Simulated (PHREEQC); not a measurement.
0.46 g of hydrous ferric oxide (600 m²/g; 0.2 weak and 0.005 strong sites per Fe, Dzombak-Morel constants, diffuse double layer) in 1 kg of water with 0.3 mol/kgw of an inert sodium salt and 5.4e-05 mol NiCl2, at 25 °C; the pH is set by adding NaOH or the inert anion's acid. Oxygen alone is held at its pressure in air (log pO2 = -0.68). The system is closed to CO2. No solid was allowed to form.

Base run: PHREEQC, ion-association model, wateq4f.dat. Each further column changes one thing. The table gives surface charge σ (C/m²).

```
pH      base  background salt from 0.3 to 0.03 mol/kgw  oxide from 0.46 to 2.3 g/kgw  0.0018 mol/kgw NaF added
----  ------  ----------------------------------------  ----------------------------  ------------------------
3      0.368                                     0.350                         0.368                     0.229
3.5    0.363                                         ?                         0.363                     0.210
4.5    0.318                                     0.213                         0.319                     0.187
5      0.269                                         ?                         0.269                     0.167
6      0.155                                         ?                         0.155                     0.108
6.5    0.108                                         ?                         0.107                     0.079
7.5    0.039                                     0.016                         0.035                     0.030
8      0.011                                     0.004                         0.007                     0.007
9     -0.045                                    -0.018                        -0.050                    -0.045
9.5   -0.079                                         ?                        -0.086                    -0.079
10.5  -0.171                                    -0.086                        -0.182                    -0.171
11    -0.225                                    -0.127                        -0.240                    -0.225
```

### Question
What belongs in the gaps?

### Answer

- 3.5, background salt from 0.3 to 0.03 mol/kgw: 0.320
- 5, background salt from 0.3 to 0.03 mol/kgw: 0.158
- 6, background salt from 0.3 to 0.03 mol/kgw: 0.076
- 6.5, background salt from 0.3 to 0.03 mol/kgw: 0.049
- 9.5, background salt from 0.3 to 0.03 mol/kgw: -0.034

The oxide is taken as insoluble; below pH 4 it would dissolve.
